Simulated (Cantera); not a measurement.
Input: 1 mol Si₂H₆, 3.2 mol N₂O, 3.7 mol O₂, held at 0.0133 bar.

These are equilibrium values from Cantera (NASA tables, ideal gas, pure condensed phases), not measurements of a reactor. Candidate condensed phases: H₂O, Si, SiO₂, Si₂N₂O, Si₃N₄; 35 gas species. The feed counts by its element totals alone. The tables hold silica as quartz up to 1696 K and as liquid above; real silica turns to tridymite and cristobalite and melts near 1996 K. The numbers say what is thermodynamically allowed, not how fast it happens.

Which condensed phases are stable at each of these points (T (K)): 548, 698, 848, 998, 1148, 1298, 1448, 1598, 1748, 1898?


```json
[
 {"T (K)": "548", "condensed phases": "SiO₂(α-quartz)", "Si condensed (%)": "100.0"},
 {"T (K)": "698", "condensed phases": "SiO₂(α-quartz)", "Si condensed (%)": "100.0"},
 {"T (K)": "848", "condensed phases": "SiO₂(β-quartz)", "Si condensed (%)": "100.0"},
 {"T (K)": "998", "condensed phases": "SiO₂(β-quartz)", "Si condensed (%)": "100.0"},
 {"T (K)": "1148", "condensed phases": "SiO₂(β-quartz)", "Si condensed (%)": "100.0"},
 {"T (K)": "1298", "condensed phases": "SiO₂(β-quartz)", "Si condensed (%)": "100.0"},
 {"T (K)": "1448", "condensed phases": "SiO₂(β-quartz)", "Si condensed (%)": "100.0"},
 {"T (K)": "1598", "condensed phases": "SiO₂(β-quartz)", "Si condensed (%)": "100.0"},
 {"T (K)": "1748", "condensed phases": "SiO₂(condensed)", "Si condensed (%)": "100.0"},
 {"T (K)": "1898", "condensed phases": "SiO₂(condensed)", "Si condensed (%)": "100.0"}
]
```

From 548 K to 698 K the condensed part is SiO₂(α-quartz). From 848 K to 1598 K the condensed part is SiO₂(β-quartz). From 1748 K to 1898 K the condensed part is SiO₂(condensed).
